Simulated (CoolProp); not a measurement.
R1224YDZ along the isobar 49.9 bar: Z from the reference equation and from simpler models built on Tc = 155.5 °C, pc = 33.34 bar, ω = 0.325; each cubic takes its own stable root.

The numbers come from the reference Helmholtz-energy equation of state, Akasaka 2023 in CoolProp.

```tsv
T (°C)	phase	reference
-27.75	liquid	0.2411
-3.15	liquid	0.2281
21.45	liquid	0.2183
45.95	liquid	0.2114
70.55	liquid	0.2074
95.15	liquid	0.2067
119.75	liquid	0.2106
144.35	liquid	0.2229
168.95	supercritical	0.2635
193.45	supercritical	0.4875
```

### Question
How far does each simpler model (Soave-Redlich-Kwong, Peng-Robinson) lie from the reference over these 10 states: mean and median of the absolute difference, and the worst?

### Answer
- Soave-Redlich-Kwong: mean 14.0 %, median 11.8 %, worst +26.9 % at 168.95 °C and 49.9 bar
- Peng-Robinson: mean 3.3 %, median 1.4 %, worst +16.2 % at 168.95 °C and 49.9 bar
